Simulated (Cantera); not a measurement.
Charge: 1 mol TiO2, 74 mol HCl, 5.9 mol H2, held at 1875 K and 10.0 Torr.

Method: chemical equilibrium by Gibbs-energy minimisation in Cantera with the NASA 1993 tables (ideal gas, pure condensed phases). Candidate condensed phases: H2O, Ti, TiCl2, TiCl3, TiCl4, TiO, TiO2, Ti2O3, Ti3O5, Ti4O7; 23 gas species. The tables' values for TiCl2 are old estimates; treat these amounts as uncertain. Condensed phases not in the tables: Magnéli phases beyond Ti4O7. The numbers say what is thermodynamically allowed, not how fast it happens.

Base state: HCl 0.900, H2 0.0762, Cl 0.0140, H2O 0.00652, H 0.00157, TiCl3 0.00155, TiCl4 0.000248, TiOCl2 0.000207 (mole fractions); condensed: Ti4O7(s).

Question: What changes in the equilibrium state with this change: H2 from 5.9 to 1.8 mol?

Answer: 
```csv
species,before,after
HCl,0.900,0.936
H2,0.0762,0.0331
Cl,0.0140,0.0221
TiCl3,0.00155,0.00197
Cl2,1.33e-5,3.32e-5
TiCl4,0.000248,0.000497
TiOCl2,0.000207,0.000315
H,0.00157,0.00103
"Ti4O7(s), mol",0.208,0
"TiO2(rutile), mol",0,0.783
```
